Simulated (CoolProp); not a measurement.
Properties of hydrogen chloride along the isobar 120 bar.

Computed with CoolProp (reference Helmholtz-energy equation of state, Thol 2018).

```json
[
 {"T (°C)": "32.55", "phase": "liquid", "density (kg/m³)": "838.6", "Joule-Thomson coefficient (K/MPa)": "0.4299", "isothermal compressibility (1/MPa)": "0.009556", "expansivity (1/kK)": "5.849"},
 {"T (°C)": "41.15", "phase": "liquid", "density (kg/m³)": "792.9", "Joule-Thomson coefficient (K/MPa)": "0.6801", "isothermal compressibility (1/MPa)": "0.01389", "expansivity (1/kK)": "7.316"},
 {"T (°C)": "49.85", "phase": "liquid", "density (kg/m³)": "736.4", "Joule-Thomson coefficient (K/MPa)": "…", "isothermal compressibility (1/MPa)": "0.02285", "expansivity (1/kK)": "9.986"},
 {"T (°C)": "58.55", "phase": "supercritical", "density (kg/m³)": "…", "Joule-Thomson coefficient (K/MPa)": "…", "isothermal compressibility (1/MPa)": "0.04680", "expansivity (1/kK)": "15.94"},
 {"T (°C)": "67.25", "phase": "supercritical", "density (kg/m³)": "540.9", "Joule-Thomson coefficient (K/MPa)": "3.212", "isothermal compressibility (1/MPa)": "0.1390", "expansivity (1/kK)": "32.84"},
 {"T (°C)": "75.85", "phase": "supercritical", "density (kg/m³)": "381.1", "Joule-Thomson coefficient (K/MPa)": "5.137", "isothermal compressibility (1/MPa)": "0.2565", "expansivity (1/kK)": "39.03"},
 {"T (°C)": "84.55", "phase": "supercritical", "density (kg/m³)": "295.1", "Joule-Thomson coefficient (K/MPa)": "5.891", "isothermal compressibility (1/MPa)": "0.1940", "expansivity (1/kK)": "21.84"},
 {"T (°C)": "93.25", "phase": "supercritical", "density (kg/m³)": "253.0", "Joule-Thomson coefficient (K/MPa)": "6.095", "isothermal compressibility (1/MPa)": "0.1584", "expansivity (1/kK)": "14.59"},
 {"T (°C)": "101.95", "phase": "supercritical", "density (kg/m³)": "226.6", "Joule-Thomson coefficient (K/MPa)": "6.115", "isothermal compressibility (1/MPa)": "0.1393", "expansivity (1/kK)": "11.04"},
 {"T (°C)": "110.55", "phase": "supercritical", "density (kg/m³)": "208.1", "Joule-Thomson coefficient (K/MPa)": "6.052", "isothermal compressibility (1/MPa)": "0.1277", "expansivity (1/kK)": "8.982"},
 {"T (°C)": "119.25", "phase": "supercritical", "density (kg/m³)": "193.7", "Joule-Thomson coefficient (K/MPa)": "…", "isothermal compressibility (1/MPa)": "0.1198", "expansivity (1/kK)": "7.609"},
 {"T (°C)": "127.95", "phase": "supercritical", "density (kg/m³)": "182.1", "Joule-Thomson coefficient (K/MPa)": "5.816", "isothermal compressibility (1/MPa)": "0.1140", "expansivity (1/kK)": "6.639"},
 {"T (°C)": "136.65", "phase": "supercritical", "density (kg/m³)": "172.4", "Joule-Thomson coefficient (K/MPa)": "5.674", "isothermal compressibility (1/MPa)": "0.1097", "expansivity (1/kK)": "5.915"},
 {"T (°C)": "145.25", "phase": "supercritical", "density (kg/m³)": "164.3", "Joule-Thomson coefficient (K/MPa)": "5.527", "isothermal compressibility (1/MPa)": "0.1063", "expansivity (1/kK)": "5.359"},
 {"T (°C)": "153.95", "phase": "supercritical", "density (kg/m³)": "157.1", "Joule-Thomson coefficient (K/MPa)": "5.376", "isothermal compressibility (1/MPa)": "0.1035", "expansivity (1/kK)": "4.909"}
]
```

Question: Fill in the missing entries.

Answer: 
- 49.85, Joule-Thomson coefficient (K/MPa): 1.077
- 58.55, density (kg/m³): 660.4
- 58.55, Joule-Thomson coefficient (K/MPa): 1.782
- 119.25, Joule-Thomson coefficient (K/MPa): 5.946
